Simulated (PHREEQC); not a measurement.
Acid rinse or clean: an equilibrium model

Dissolve 2.1 mmol/kgw H2SO4 and 0.29 mmol/kgw ZnSO4 at 25 °C. Closed to the air; pH follows from the charge balance.

All values are PHREEQC results (ion-association model, wateq4f.dat), not measurements.

```json
{
 "pH": "2.46",
 "ionic_strength": "0.00628 mol/kgw",
 "total_alkalinity": "-4.20 meq/kg"
}
```

| species | molality | activity | log γ |
|---|---|---|---|
| H+ | 0.00372 | 0.00345 | -0.033 |
| SO4-2 | 0.00185 | 0.00133 | -0.143 |
| HSO4- | 0.000485 | 0.000446 | -0.036 |
| Zn+2 | 0.000236 | 0.000171 | -0.140 |
| ZnSO4 | 5.33e-5 | 5.33e-5 | 0.001 |
| Zn(SO4)2-2 | 8.07e-7 | 5.77e-7 | -0.146 |

Precipitation was switched off in this run.
